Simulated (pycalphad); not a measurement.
Computed with pycalphad from the COST 507 light-alloy database (1999), at 1 atm. The database dates from 1999; later assessments differ in places, in temperatures and in the compounds included.

Molar enthalpy of Al-4.03Si (at.%) in equilibrium (SER reference):

```tsv
T (°C)	H (kJ/mol)	phases
1577	58.77	LIQUID
1502	56.40	LIQUID
1427	54.03	LIQUID
1352	51.67	LIQUID
1277	49.30	LIQUID
1202	46.93	LIQUID
1127	44.56	LIQUID
1052	42.19	LIQUID
977	39.83	LIQUID
902	37.46	LIQUID
827	35.09	LIQUID
752	32.73	LIQUID
677	30.36	LIQUID
652	29.58	LIQUID
602	21.54	FCC_A1 + LIQUID
577	15.98	FCC_A1 + DIAMOND_A4
552	15.07	FCC_A1 + DIAMOND_A4
527	14.19	FCC_A1 + DIAMOND_A4
452	11.70	FCC_A1 + DIAMOND_A4
377	9.40	FCC_A1 + DIAMOND_A4
302	7.23	FCC_A1 + DIAMOND_A4
227	5.17	FCC_A1 + DIAMOND_A4
```

Cooling from 652 °C to 577 °C, across the freezing range, releases 13.6 kJ/mol, or 503 J/g. The slope is 31 J/(mol K) in the liquid and 37 J/(mol K) just below the solidus, where it includes any heat of precipitation. Liquidus 635 °C, solidus 577 °C. Changes were sought between steps of 25 K, so a narrower field can be missed.

FCC_A1 is fcc; DIAMOND_A4 is diamond (Si).
